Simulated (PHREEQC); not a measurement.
Consider water at 20 °C with 10 mmol/kgw HF, 0.18 mmol/kgw K2HPO4 and 0.17 mmol/kgw NaCl. Closed to the air; pH follows from the charge balance.

All values are PHREEQC results (ion-association model, phreeqc.dat), not measurements.

This is a speciation only: nothing precipitates in the calculation.

Task: Order these F species by the share of F that they hold, largest first: HF2-, HF, F-.

Result: HF (73 %), F- (25 %), HF2- (1.4 %)

The pH is 2.65 and the ionic strength 0.00290 mol/kgw. Species that the database lacks are ignored.
